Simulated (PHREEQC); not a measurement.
**Leach liquor (model solution)**

Dissolve 0.02 mol/kgw H2SO4 and 0.00016 mol/kgw Li2SO4 at 5 °C. Closed to the air; pH follows from the charge balance.

Equilibrium calculation in PHREEQC: ion-association model, wateq4f.dat.

Each row changes one thing in this solution. This is a speciation only: nothing precipitates in the calculation.

| case | pH | ionic strength (mol/kgw) | HSO4- (mol/kgw) | SO4-2 (mol/kgw) |
|---|---|---|---|---|
| as made | 1.59 | 0.0402 | 0.0101 | 0.0100 |
| temperature from 5 to 75 °C | 1.69 | 0.0278 | (withheld) | 0.00382 |
| Li2SO4 replaced by Cs2SO4 at the same molality | 1.59 | 0.0402 | 0.0101 | 0.0100 |
| Li2SO4 from 0.00016 to 3.2e-05 mol/kgw | 1.59 | 0.0399 | 0.0101 | 0.00995 |
| temperature from 5 to 25 °C | 1.61 | 0.0368 | (withheld) | 0.00833 |
| diluted 5-fold with water | (withheld) | (withheld) | 0.000962 | 0.00307 |
| H2SO4 replaced by NH4HSO4 at the same molality | (withheld) | 0.0457 | 0.00590 | 0.0128 |
| Li2SO4 from 0.00016 to 0.0008 mol/kgw | 1.59 | 0.0416 | 0.0103 | 0.0104 |

### Question
Complete the blanks.

### Answer

- temperature from 5 to 75 °C, HSO4- (mol/kgw): 0.0163
- temperature from 5 to 25 °C, HSO4- (mol/kgw): 0.0118
- diluted 5-fold with water, pH: 2.19
- diluted 5-fold with water, ionic strength (mol/kgw): 0.0102
- H2SO4 replaced by NH4HSO4 at the same molality, pH: 1.92

Species that the database lacks are ignored. At this temperature some constants are extrapolated from 25 °C, and those without enthalpy data are left unchanged.
